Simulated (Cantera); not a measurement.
A closed system holds: 1 mol SiH4, 0.1 mol HCl, 4.6 mol H2, at 1.33 mbar.

Cantera equilibrium calculation (NASA polynomials, part measured and part estimated; ideal gas, pure solids and liquids). Candidate condensed phases: Si; 19 gas species. The numbers say what is thermodynamically allowed, not how fast it happens.

Q: At 1300 °C, list the 6 most abundant gas species with their mole fractions, and the condensed phases.

A: H2 0.985, HCl 0.0136, H 0.00110, SiCl2 0.000638, Si 4.12e-5, Cl 1.21e-5. Condensed: Si(s).
